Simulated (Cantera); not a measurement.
An isothermal, constant-pressure homogeneous reactor starts with CH4 : H2O = 1 : 0.78 (molar parts), at 1348 K and 100000 Pa.

Detailed kinetics in Cantera: GRI-Mech 3.0 (53 species, 325 reactions).

**Question.** Predict: x(CH4) at 3.00 s; x(H2O) at 3.00 s; x(CO) at 3.00 s.

**Answer.** 
```json
{
 "x(CH4) at 3.00 s": "0.443 (gas-phase equilibrium 0.0640)",
 "x(H2O) at 3.00 s": "0.406 (gas-phase equilibrium 4.18e-5)",
 "x(CO) at 3.00 s": "0.000610 (gas-phase equilibrium 0.233)"
}
```
